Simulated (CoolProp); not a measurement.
20 sccm (0 °C, 1 atm) of nitrogen bubbles through liquid n-perfluorohexane at 304.1 K and leaves saturated at a total pressure of 0.15 MPa (ideal gas phase). Each further row changes one setting.

The numbers come from the reference Helmholtz-energy equation of state, Gao 2022 in CoolProp.

```csv
case,vapour pressure (kPa),mole fraction of vapour,delivery (mg/min),delivery (sccm),change of delivery for a bath 1 K warmer (%)
as stated,37.9,(withheld),(withheld),(withheld),5.7
bath temperature 309.1 K,46.5,0.310,(withheld),8.98,6.0
total pressure 0.3 MPa,37.9,(withheld),(withheld),2.89,4.9
```

Complete the blanks.


- as stated, mole fraction of vapour: 0.253
- as stated, delivery (mg/min): 102
- as stated, delivery (sccm): 6.77
- bath temperature 309.1 K, delivery (mg/min): 136
- total pressure 0.3 MPa, mole fraction of vapour: 0.126
- total pressure 0.3 MPa, delivery (mg/min): 43.6
